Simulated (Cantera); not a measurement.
Input: 1 mol TiCl4, 9.5 mol CH4, at 2200 K and 99.0 Pa.

Method: chemical equilibrium by Gibbs-energy minimisation in Cantera with the NASA 1993 tables (ideal gas, pure condensed phases). Candidate condensed phases: C, C6H6, C7H8, C8H18, Ti, TiC, TiCl2, TiCl3, TiCl4; 96 gas species. The tables' values for TiCl2 are old estimates; treat these amounts as uncertain. TiC: taken at fixed stoichiometry. Kinetics and transport are ignored.

Base state: H2 0.677, HCl 0.150, H 0.147, Cl 0.0237, C2H2 (acetylene) 0.00173, TiCl2 0.000192, TiCl 0.000109, Ti 2.59e-5 (mole fractions); condensed: C(graphite) + TiC(s).

**Question.** What changes in the equilibrium state with this change: pressure from 99.0 Pa to 13300 Pa?

**Answer.** 
| species | before | after |
|---|---|---|
| H2 | 0.677 | 0.796 |
| HCl | 0.150 | 0.186 |
| H | 0.147 | 0.0138 |
| Cl | 0.0237 | 0.00233 |
| TiCl2 | 0.000192 | 0.000251 |
| CH4 | 1.19e-7 | 2.22e-5 |
| Ti | 2.59e-5 | 1.92e-7 |
| TiCl3 | 1.04e-5 | 0.000179 |
| C2H | 1.31e-5 | 1.22e-6 |
| TiCl | 0.000109 | 1.07e-5 |
| C(graphite), mol | 8.43 | 8.42 |
| TiC(s), mol | 0.992 | 0.991 |
